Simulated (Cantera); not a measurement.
A closed system holds: 1 mol SiCl4, 1.3 mol Cl2, 8.6 mol H2, held at 10000 Pa.

These are equilibrium values from Cantera (NASA tables, ideal gas, pure condensed phases), not measurements of a reactor. Candidate condensed phases: Si; 19 gas species. The tables' values for SiCl3, SiCl are old estimates; treat these amounts as uncertain. Rates play no part.

log p: log10 of the partial pressure in bar; nothing condenses.

```tsv
T (K)	log p H2	log p HCl	log p SiCl4	log p SiCl2	log p SiCl3	log p SiHCl3
723	-1.17	-1.62	-2.04	-12.43	-8.43	[?]
823	-1.17	-1.62	-2.04	-9.78	-6.89	[?]
923	-1.17	-1.62	-2.04	-7.72	-5.68	[?]
1023	-1.18	-1.62	-2.05	-6.08	-4.72	[?]
1123	-1.18	-1.61	-2.06	-4.75	-3.95	[?]
1223	-1.18	-1.60	-2.10	-3.70	-3.35	[?]
1323	-1.20	-1.56	-2.22	-2.95	-2.95	[?]
1423	-1.22	-1.50	-2.45	-2.51	-2.78	[?]
1523	-1.25	-1.46	-2.82	-2.29	-2.79	[?]
1623	-1.26	-1.44	-3.26	-2.18	-2.91	[?]
1723	-1.27	-1.42	-3.73	-2.13	-3.07	[?]
```

**Question.** Complete the blanks.

**Answer.** 
- 723, log p SiHCl3: -5.11
- 823, log p SiHCl3: -4.51
- 923, log p SiHCl3: -4.04
- 1023, log p SiHCl3: -3.68
- 1123, log p SiHCl3: -3.39
- 1223, log p SiHCl3: -3.20
- 1323, log p SiHCl3: -3.15
- 1423, log p SiHCl3: -3.28
- 1523, log p SiHCl3: -3.55
- 1623, log p SiHCl3: -3.90
- 1723, log p SiHCl3: -4.26
